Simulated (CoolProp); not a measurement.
The numbers come from the reference Helmholtz-energy equation of state, Bücker 2006 in CoolProp.

Q: For n-butane, give the phase and the Joule-Thomson coefficient (K/MPa), Prandtl number at 533.8 K and 5.49 MPa; 575 K and 5.49 MPa.

A: 
- 533.8 K and 5.49 MPa: supercritical; Joule-Thomson coefficient 5.03, Prandtl number 0.841
- 575 K and 5.49 MPa: supercritical; Joule-Thomson coefficient 3.78, Prandtl number 0.768

Viscosity comes from a separate model (Vogel 1999). Thermal conductivity comes from a separate model (Perkins 2002).
